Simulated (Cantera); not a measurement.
Feed: 1 mol BN, 2.6 mol H2O, 6.2 mol H2, equilibrated at 1575 K and 25.0 Pa.

These are equilibrium values from Cantera (NASA tables, ideal gas, pure condensed phases), not measurements of a reactor. Candidate condensed phases: B, BN, B2O3, B3O3H3, H2O; 39 gas species. Kinetics and transport are ignored.

Base state: H2 0.783, HBO2 0.0901, H2O 0.0675, N2 0.0510, B2O3 0.00540, H 0.00233, HBO 0.000888, BO 6.19e-5 (mole fractions); condensed: gas only.

Question: What changes in the equilibrium state with this change: temperature from 1575 K to 1273.15 K?

Answer: 
```tsv
species	before	after
H2	0.783	0.810
H2O	0.0675	0.0942
N2	0.0510	0.0526
HBO2	0.0901	0.0430
BO	6.19e-5	7.28e-8
BO2	1.19e-5	3.15e-8
B2O3(l), mol	0	0.292
```

Question: What changes in the equilibrium state with this change: temperature from 1575 K to 1900 K?

Answer: 
```json
[
 {"species": "H2", "before": "0.783", "after": "0.742"},
 {"species": "HBO2", "before": "0.0901", "after": "0.0783"},
 {"species": "H2O", "before": "0.0675", "after": "0.0729"},
 {"species": "H", "before": "0.00233", "after": "0.0432"},
 {"species": "N2", "before": "0.0510", "after": "0.0498"},
 {"species": "O", "before": "1.82e-8", "after": "1.53e-5"},
 {"species": "OH", "before": "7.29e-6", "after": "0.000349"},
 {"species": "BO", "before": "6.19e-5", "after": "0.00287"}
]
```
